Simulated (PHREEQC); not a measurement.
**Metal-bearing waste water: an equilibrium model**

Dissolve 0.0019 mol/kgw CdCl2, 0.045 mol/kgw HCl and 0.15 mol/kgw NaCl at 25 °C. Closed to the air; pH follows from the charge balance.

Equilibrium calculation in PHREEQC: ion-association model, phreeqc.dat.

```yaml
pH: 1.45
ionic_strength: 0.197 mol/kgw
activity_of_water: 0.993
specific_conductance: 30200 µS/cm
density: 1.004 g/cm³
total_alkalinity: -45.0 meq/kg
```

```
species  molality  activity   log γ
-------  --------  --------  ------
Cl-         0.197     0.141  -0.145
Na+         0.150     0.112  -0.126
H+         0.0450    0.0359  -0.098
CdCl+     0.00115  0.000861  -0.127
CdCl2    0.000483  0.000505   0.020
Cd+2     0.000205   6.40e-5  -0.506
CdCl3-    6.01e-5   4.49e-5  -0.127
```

No solid was allowed to form. Species that the database lacks are ignored.
